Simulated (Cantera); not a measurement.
Input: 1 mol SO2, held at 3275 K and 3.10 mbar.

Cantera equilibrium calculation (NASA polynomials, part measured and part estimated; ideal gas, pure solids and liquids). Candidate condensed phases: S; 10 gas species. Kinetics and transport are ignored.

Base state: O 0.622, S 0.294, SO 0.0633, O2 0.0166, SO2 0.00263, S2 0.000959 (mole fractions); condensed: gas only.

What changes in the equilibrium state with this change: temperature from 3275 K to 2073.15 K?


| species | before | after |
|---|---|---|
| SO2 | 0.00263 | 0.943 |
| SO | 0.0633 | 0.0363 |
| O2 | 0.0166 | 0.0173 |
| O | 0.622 | 0.00272 |
| S | 0.294 | 0.000445 |
| SO3 | 1.25e-8 | 3.18e-5 |
| S2 | 0.000959 | 2.40e-5 |
